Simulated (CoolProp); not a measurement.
The numbers come from the reference Helmholtz-energy equation of state, Gao 2020 in CoolProp.

### Question
Give the vapour pressure (bar), vapour density (kg/m³), enthalpy of vaporisation (kJ/kg), liquid cp (kJ/(kg K)) of saturated ammonia at 286.3 K.

### Answer
```csv
T (K),p (bar),vapour density (kg/m³),enthalpy of vaporisation (kJ/kg),liquid cp (kJ/(kg K))
286.3,6.84,5.39,1210,4.69
```
